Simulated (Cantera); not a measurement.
Cantera run:

```python
import numpy as np
import cantera as ct

gas_names = """
    CL CL2 H HCL H2 Si SiCL SiCL2 SiCL3 SiCL4 SiH SiHCL3 SiH2 SiH2CL2 SiH3 SiH3CL SiH4 Si2 Si3
""".split()
cond_names = """
    Si(cr) Si(L)
""".split()


# ... load() reads the species with a 1 bar reference pressure and builds the phases ...
atoms = {
    'SiCl4': {'Si': 1, 'CL': 4},
    'HCl': {'H': 1, 'CL': 1},
    'H2': {'H': 2},
}
top_T = {}  # K; cautious upper limits of use, not melting points


# ... equilibrate(T, P, feed) seeds the gas with the atoms and calls Mixture.equilibrate('TP', solver="vcs", rtol=1e-11, max_steps=5000) ...
results = []
feed = {'SiCl4': 1, 'HCl': 0.7, 'H2': 1.6}  # mol
T = 1098  # K
P = 28000  # Pa
mix = equilibrate(T, P, feed)
results.append((T, P, feed, dict(zip(mix.species_names, mix.species_moles))))
x = sorted(zip(gas.X, gas.species_names), reverse=True)
print(f"T = {T:g} K  P = {P:g} Pa  gas = {mix.phase_moles(0):.4g} mol")
print("   x: " + "  ".join(f"{s} {v:.3e}" for v, s in x if v > 1e-06))
print("   condensed (mol): " + ("  ".join(f"{mix.phase(i).name} {mix.phase_moles(i):.4g}"
      for i in range(1, mix.n_phases) if mix.phase_moles(i) > 1e-12) or "none"))
```

It prints:

```
T = 1098 K  P = 28000 Pa  gas = 3.303 mol
   x: H2 4.746e-01  SiCL4 2.922e-01  HCL 2.226e-01  SiHCL3 9.066e-03  SiCL3 1.361e-03  SiCL2 8.908e-05  SiH2CL2 3.364e-05
   condensed (mol): none
```

Method: chemical equilibrium by Gibbs-energy minimisation in Cantera with the NASA 1993 tables (ideal gas, pure condensed phases). The tables' values for SiCl3 are old estimates; treat these amounts as uncertain.
